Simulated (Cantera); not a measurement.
Feed: 1 mol MgCO3, 0.011 mol CO2, 0.021 mol C, equilibrated at 11000 Pa.

Method: chemical equilibrium by Gibbs-energy minimisation in Cantera with the NASA 1993 tables (ideal gas, pure condensed phases). Candidate condensed phases: C, Mg, MgCO3, MgO; 15 gas species. Kinetics and transport are ignored. All values below are at 1748 K.

Base state: CO2 0.959, CO 0.0408, O2 7.00e-5 (mole fractions); condensed: MgO(s).

Problem. What changes in the equilibrium state with this change: pressure from 11000 Pa to 250 Pa?

Solution. 
| species | before | after |
|---|---|---|
| CO2 | 0.959 | 0.952 |
| CO | 0.0408 | 0.0455 |
| O2 | 7.00e-5 | 0.00244 |
| O | 1.85e-6 | 7.24e-5 |
| MgO(s), mol | 1.00 | 1.000 |
